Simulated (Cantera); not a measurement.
An isothermal, constant-pressure homogeneous reactor starts with NH3 : N2 = 1 : 8.5 (molar parts), at 1950 K and 86000 Pa.

Cantera simulation using the gas-phase N/H chemistry of the illustrative SiF4/NH3 mechanism in the Surface Chemkin manual (1991); the numbers are that mechanism's predictions, not measurements. Walls and surfaces, which speed up NH3 decomposition in real reactors, are not modelled.

x: mole fraction; the columns are a selection and need not sum to one.

```tsv
t (s)	x NH3	x N2	x NH2	x N2H2	x H2
2.00e-5	0.105	0.895	2.16e-5	[?]	1.07e-5
0.000132	0.105	0.895	0.000138	[?]	7.90e-5
0.000865	0.104	0.894	0.000346	[?]	0.00119
0.00569	0.0978	0.892	0.000284	[?]	0.00980
0.0374	0.0659	0.881	0.000181	[?]	0.0532
0.246	0.00779	0.860	3.77e-5	[?]	0.132
1.62	9.70e-5	0.857	9.08e-7	2.01e-11	0.142
10.6	1.02e-5	0.857	9.59e-8	<1e-12	0.143
70.0	1.66e-6	0.857	1.57e-8	<1e-12	0.143
```

Problem. What belongs in the gaps?

Solution. 
- 2.00e-5, x N2H2: 1.02e-9
- 0.000132, x N2H2: 6.25e-8
- 0.000865, x N2H2: 4.82e-7
- 0.00569, x N2H2: 4.39e-7
- 0.0374, x N2H2: 2.60e-7
- 0.246, x N2H2: 1.95e-8
